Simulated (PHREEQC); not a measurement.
A solution holds 2.9 mmol/kgw H2SO4, 0.83 mmol/kgw Al2(SO4)3 and 6.9 mmol/kgw Na2SO4, at 25 °C. Closed to the air; pH follows from the charge balance.

The numbers come from PHREEQC with the ion-association model, phreeqc.dat.

```
quantity                    before     after
------------------------  --------  --------
pH                            2.46      4.24
ionic strength (mol/kgw)    0.0287  0.000393
SO4-2 (mol/kgw)            0.00856  0.000119
HSO4- (mol/kgw)            0.00182   6.29e-7
NaSO4- (mol/kgw)          0.000309   7.51e-8
```

Q: Name the change that produced these shifts.
A. Al2(SO4)3 left out
B. diluted 100-fold with water
C. Na2SO4 from 0.0069 to 0.0138 mol/kgw
D. Na2SO4 from 0.0069 to 0.0103 mol/kgw

A: B, diluted 100-fold with water

This is a speciation only: nothing precipitates in the calculation.
